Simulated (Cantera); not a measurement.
Input: 1 mol SiCl4, 2.3 mol NH3, a varied amount of H2, held at 1175 °C and 13.3 mbar.

Equilibrium computed with Cantera from the NASA thermochemical tables; the gas is ideal and each condensed phase is pure. Candidate condensed phases: NH4Cl, Si, Si3N4; 28 gas species. Kinetics and transport are ignored.

Question: What share of the Si ends up in condensed phases as a function of n(H2) (mol), at 2.3, 3.1, 4.3, 5.8, 8, 11, 15, 21?

Answer: 
```
n(H2) (mol)  Si condensed (%)        as
-----------  ----------------  --------
2.3                      54.0  Si3N4(s)
3.1                      56.8  Si3N4(s)
4.3                      60.1  Si3N4(s)
5.8                      63.3  Si3N4(s)
8                        66.6  Si3N4(s)
11                       69.8  Si3N4(s)
15                       72.6  Si3N4(s)
21                       75.4  Si3N4(s)
```
